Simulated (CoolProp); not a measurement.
Vapour-liquid equilibrium of R125 (1) + n-butane (2) at 297.1 K; x and y are mole fractions of (1).

Values from CoolProp's multi-fluid Helmholtz-energy mixture model, Lemmon 2005 and Bücker 2006; pair parameters Bell 2016.

```tsv
x	bubble pressure, mixture model (kPa)	bubble pressure, Raoult's law (kPa)	y, mixture model	y, Raoult's law
0.05	416.6	290.7	0.432	0.231
0.15	687.5	401.2	0.661	0.501
0.25	863.3	511.6	0.737	0.655
0.35	976.2	622.1	0.775	0.754
0.45	1053	732.6	0.799	0.823
0.55	1113	843.1	0.820	0.874
0.65	1167	953.5	0.841	0.914
0.75	1221	1064	0.868	0.945
0.85	1275	1174	0.906	0.970
0.95	1323	1285	0.962	0.991
```

The largest gap from Raoult's law is +71.4 % in bubble pressure, at x = 0.15. No azeotrope shows between x = 0.05 and 0.95.

The pair parameters rest on a limited set of measurements; away from them the model extrapolates. With so large a gap from Raoult's law the liquid may split in two, which this calculation doesn't test in full.
